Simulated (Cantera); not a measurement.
Cantera run:

```python
import numpy as np
import cantera as ct

gas_names = """
    Fe FeO O O2 O3 S SO SO2 SO3 S2 S2O S8
""".split()
cond_names = """
    Fe(a) Fe(c) Fe(d) Fe(L) FeO(s) FeO(L) FeS(a) FeS(b) FeS(c) FeS(L) FeSO4(s) FeS2(s) Fe2O3(s)
    Fe2S3O12(s) Fe3O4(s) S(cr1) S(cr2) S(L)
""".split()


# ... load() reads the species with a 1 bar reference pressure and builds the phases ...
atoms = {
    'FeS': {'Fe': 1, 'S': 1},
    'SO3': {'S': 1, 'O': 3},
    'O2': {'O': 2},
    'SO2': {'S': 1, 'O': 2},
}
top_T = {'FeSO4(s)': 950, 'FeS2(s)': 1010, 'Fe2O3(s)': 1830, 'Fe2S3O12(s)': 1100, 'Fe3O4(s)': 1870}  # K; cautious upper limits of use, not melting points


# ... equilibrate(T, P, feed) seeds the gas with the atoms and calls Mixture.equilibrate('TP', solver="vcs", rtol=1e-11, max_steps=5000) ...
results = []
feed = {'FeS': 1, 'SO3': 0.075, 'O2': 2.9, 'SO2': 0.42}  # mol
T = 1675  # K
P = 1500000  # Pa
mix = equilibrate(T, P, feed)
results.append((T, P, feed, dict(zip(mix.species_names, mix.species_moles))))
print(gas.report(threshold=1e-05))
for i in range(1, mix.n_phases):
    print(f"{mix.phase(i).name:16s} {mix.phase_moles(i):12.5e} mol")
```

It prints:

```
       temperature   1675 K
          pressure   1.5e+06 Pa
           density   5.4334 kg/m^3
  mean mol. weight   50.446 kg/kmol
   phase of matter   gas

                          1 kg             1 kmol
                     ---------------   ---------------
          enthalpy       -2.1352e+06       -1.0771e+08  J
   internal energy       -2.4113e+06       -1.2164e+08  J
           entropy            5708.2        2.8795e+05  J/K
    Gibbs function       -1.1696e+07       -5.9003e+08  J
 heat capacity c_p             973.5             49109  J/K
 heat capacity c_v            808.68             40795  J/K

                      mass frac. Y      mole frac. X     chem. pot. / RT
                     ---------------   ---------------   ---------------
                O2           0.27668           0.43619           -26.271
               SO2           0.68637           0.54052           -54.278
               SO3          0.036955          0.023286           -67.413
     [   +9 minor]        2.7449e-06        6.7673e-06

Fe(d)             0.00000e+00 mol
FeO(L)            0.00000e+00 mol
FeS(L)            0.00000e+00 mol
Fe2O3(s)          5.00000e-01 mol
Fe3O4(s)          0.00000e+00 mol
S(L)              0.00000e+00 mol
```

Method: chemical equilibrium by Gibbs-energy minimisation in Cantera with the NASA 1993 tables (ideal gas, pure condensed phases).
